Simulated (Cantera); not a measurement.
Standard-state values (1 bar) from the NASA 1993 polynomials, evaluated with Cantera. Values are per mole of reaction as written; species without (g) are pure solids or liquids, kept so even where they would boil at 1 bar. VN: taken at fixed stoichiometry.

VN + NO2(g) ⇌ VO2(g) + 2 N(g), with ΔH° = 895.7 kJ and ΔS° = 294.5 J/K at 300 K.

Question: How far is the shortcut ΔG° ≈ ΔH°(300 K) − T·ΔS°(300 K) from the full temperature-dependent value at 900, 925, 950, 975, 1000, 1025, 1050, 1075, 1100, 1125 K?

Answer: 
| T (K) | shortcut (kJ) | full (kJ) | difference (kJ) | difference in log10 K |
|---|---|---|---|---|
| 900 | 630.7 | 629.2 | 1.5 | -0.09 |
| 925 | 623.3 | 621.8 | 1.5 | -0.09 |
| 950 | 615.9 | 614.4 | 1.6 | -0.09 |
| 975 | 608.6 | 607.0 | 1.6 | -0.08 |
| 1000 | 601.2 | 599.6 | 1.6 | -0.08 |
| 1025 | 593.8 | 592.2 | 1.6 | -0.08 |
| 1050 | 586.5 | 584.9 | 1.6 | -0.08 |
| 1075 | 579.1 | 577.5 | 1.6 | -0.08 |
| 1100 | 571.8 | 570.1 | 1.6 | -0.08 |
| 1125 | 564.4 | 562.8 | 1.6 | -0.07 |
The shortcut ignores the heat-capacity change of the reaction.
